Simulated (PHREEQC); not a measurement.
Dissolve 0.0053 mol/kgw NaHCO3 and 0.21 mol/kgw NaF at 25 °C. Closed to the air; pH follows from the charge balance.

The numbers come from PHREEQC with the ion-association model, phreeqc.dat.

| Item | Result |
|---|---|
| pH | 7.92 |
| ionic strength | 0.203 mol/kgw |
| activity of water | 0.993 |
| specific conductance | 16700 µS/cm |
| density | 1.006 g/cm³ |
| total alkalinity | 5.30 meq/kg |

```tsv
species	molality	activity	log γ
Na+	0.203	0.152	-0.127
F-	0.198	0.140	-0.151
NaF	0.0117	0.0122	0.020
HCO3-	0.00482	0.00359	-0.128
NaHCO3	0.000292	0.000306	0.020
CO2	9.43e-5	9.88e-5	0.020
NaCO3-	5.25e-5	3.91e-5	-0.127
CO3-2	4.49e-5	1.38e-5	-0.511
HF	2.43e-6	2.55e-6	0.020
HF2-	1.84e-6	1.37e-6	-0.127
```

Precipitation was switched off in this run.
